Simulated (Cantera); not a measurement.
Source: NASA polynomial tables (part measured, part estimated), evaluated in Cantera. Values are per mole of reaction as written; species without (g) are pure solids or liquids, kept so even where they would boil at 1 bar.

2 CS2(g) + 3 Ni = 2 C + Ni3S4, with ΔH° = -535.0 kJ and ΔS° = -367.6 J/K at 300 K.

Task: How far is the shortcut ΔG° ≈ ΔH°(300 K) − T·ΔS°(300 K) from the full temperature-dependent value at 375, 400, 425, 450, 475, 500, 525 K?

Result: 
| T (K) | shortcut (kJ) | full (kJ) | difference (kJ) | difference in log10 K |
|---|---|---|---|---|
| 375 | -397.2 | -397.3 | 0.1 | -0.02 |
| 400 | -388.0 | -388.2 | 0.2 | -0.03 |
| 425 | -378.8 | -379.1 | 0.3 | -0.04 |
| 450 | -369.6 | -370.1 | 0.5 | -0.05 |
| 475 | -360.4 | -361.0 | 0.7 | -0.07 |
| 500 | -351.2 | -352.1 | 0.9 | -0.09 |
| 525 | -342.0 | -343.1 | 1.1 | -0.11 |
The shortcut ignores the heat-capacity change of the reaction.
